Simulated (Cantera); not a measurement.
An adiabatic, constant-pressure homogeneous reactor starts with CH3OH : O2 : N2 : H2O = 1 : 2.34 : 8.81 : 0.33 (molar parts), at 1398 K and 10.0 bar. Integrator tolerance rtol = 1e-08.

Cantera simulation using GRI-Mech 3.0 (53 species, 325 reactions); the numbers are that mechanism's predictions, not measurements. GRI-Mech 3.0 was tuned for natural gas; its chemistry of methanol as a main component is partial and can be far from experiment.

```tsv
quantity	before	after
time of steepest temperature rise	97.8 µs	0.179 ms
temperature at 1.00 s	2559 K	2526 K
equilibrium temperature	2559 K	2526 K
x(CH3OH) at 1.00 s	<1e-12 (gas-phase equilibrium <1e-12)	<1e-12 (gas-phase equilibrium <1e-12)
x(O2) at 1.00 s	0.0584 (gas-phase equilibrium 0.0584)	0.0586 (gas-phase equilibrium 0.0586)
x(H2O) at 1.00 s	0.172 (gas-phase equilibrium 0.172)	0.173 (gas-phase equilibrium 0.173)
x(CH2O) at 1.00 s	3.36e-11 (gas-phase equilibrium 3.36e-11)	2.46e-11 (gas-phase equilibrium 2.46e-11)
x(NO) at 1.00 s	0.0124 (gas-phase equilibrium 0.0124)	0.0117 (gas-phase equilibrium 0.0117)
```

Question: Which change was made?
(A) initial temperature 1398 to 1148 K
(B) N2 8.81 to 18 parts
(C) pressure from 10.0 bar to 1.00 bar
(D) initial temperature 1398 to 1348 K

Answer: D, initial temperature 1398 to 1348 K
